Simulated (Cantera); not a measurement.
# Tantalum, niobium, vanadium and zirconium in process gases: Ta(OEt)5 + CO2 + H2

Charge: 1 mol Ta(OEt)5, a varied amount of CO2, 220 mol H2, equilibrated at 1152 °C and 1 atm.

Equilibrium computed with Cantera from the NASA thermochemical tables; the gas is ideal and each condensed phase is pure. Candidate condensed phases: C, C6H6, C7H8, C8H18, H2O, Ta, TaC, Ta2O5; 113 gas species. The feed counts by its element totals alone. Mutual solubility and eutectic melting of coexisting phases are not modelled. TaC: taken at fixed stoichiometry. Condensed phases not in the tables: Ta2C. The numbers say what is thermodynamically allowed, not how fast it happens.

```csv
n(CO2) (mol),log p H2,log p CO,log p CH4,log p H2O,log p CO2,n C(graphite),n TaC(s),n Ta2O5(s)
0.83,-0.01,-1.55,-2.44,-4.07,-5.97,2.33,1.00,0
1.5,-0.01,-1.47,-2.45,-4.00,-5.82,1.67,1.00,0
2.1,-0.01,-1.41,-2.45,-3.94,-5.70,1.08,1.00,0
2.8,-0.02,-1.35,-2.45,-3.89,-5.58,0.389,1.00,0
3.4,-0.02,-1.31,-2.57,-3.73,-5.38,0,1.00,0
4,-0.02,-1.28,-3.13,-3.14,-4.76,0,1.00,0
4.7,-0.02,-1.25,-3.55,-2.70,-4.29,0,0.923,0.0387
5.3,-0.02,-1.23,-3.54,-2.69,-4.26,0,0.753,0.124
6,-0.02,-1.20,-3.52,-2.69,-4.22,0,0.555,0.223
6.6,-0.02,-1.18,-3.51,-2.68,-4.20,0,0.385,0.308
```
log p: log10 of the partial pressure in bar; n: condensed amount in mol.

From 0.83 mol CO2 to 2.8 mol CO2 the condensed part is C(graphite) + TaC(s). From 3.4 mol CO2 to 4 mol CO2 the condensed part is TaC(s). From 4.7 mol CO2 to 6.6 mol CO2 the condensed part is TaC(s) + Ta2O5(s).
